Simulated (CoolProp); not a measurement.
A Linde-Hampson liquefier for oxygen: isothermal reversible compression at 250 K from 1 atm to 10 MPa, throttling to 1 atm, return gas leaving the recuperator 2 K below the feed. Each further row changes one setting.

The numbers come from the reference Helmholtz-energy equation of state, Schmidt 1985 in CoolProp.

| case | liquid yield per pass | compression work (kJ/kg of gas) |
|---|---|---|
| as stated | 0.091 | 290 |
| high pressure 20 MPa | 0.173 | 329 |
| warm-end temperature 280 K | 0.065 | 328 |
| warm-end gap 7 K | 0.080 | 290 |
